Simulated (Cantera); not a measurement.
Mixture: 39.3 % H₂, 12.3 % O₂, 46.0 % N₂, 2.48 % H₂O, equivalence ratio 1.6, at 3.40 bar, adiabatic and at constant pressure. Ignition delay is the time to a rise of 400 K.

Model: the H2/O2 subset of GRI-Mech 3.0, which has no nitrogen chemistry, integrated in Cantera. The hydrogen kinetics of GRI-Mech 3.0 are dated; newer H2 mechanisms differ, most at raised pressure.

**Question.** Predict: delay at 1050 K; delay at 1100 K; delay at 1150 K; delay at 1200 K; delay at 1250 K; delay at 1300 K; apparent activation energy between 1200 and 1300 K.

**Answer.** 
- delay at 1050 K = 2.44 ms
- delay at 1100 K = 0.357 ms
- delay at 1150 K = 47.9 µs
- delay at 1200 K = 22.3 µs
- delay at 1250 K = 14.3 µs
- delay at 1300 K = 10.3 µs
- apparent activation energy between 1200 and 1300 K = 100 kJ/mol
